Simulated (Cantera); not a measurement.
Feed: 1 mol SiH4, 21 mol N2, equilibrated at 1048 K and 0.120 bar.

Equilibrium computed with Cantera from the NASA thermochemical tables; the gas is ideal and each condensed phase is pure. Candidate condensed phases: Si, Si3N4; 18 gas species. N2 is the only nitrogen source here; it is nearly inert below about 1500 K, so the nitride shown seldom forms there in practice. Equilibrium is a limit: real reactors are often held back by kinetics, nucleation or transport.

Base state: N2 0.910, H2 0.0896 (mole fractions); condensed: Si3N4(s).

What changes in the equilibrium state with this change: SiH4 replaced by SiCl4?


```
species        before   after
-------------  ------  ------
N2              0.910   0.955
SiCl4               0  0.0455
H2             0.0896       0
Si3N4(s), mol   0.333       0
```

What changes in the equilibrium state with this change: SiH4 replaced by SiF4?


| species | before | after |
|---|---|---|
| N2 | 0.910 | 0.955 |
| SiF4 | 0 | 0.0455 |
| H2 | 0.0896 | 0 |
| Si3N4(s), mol | 0.333 | 0 |
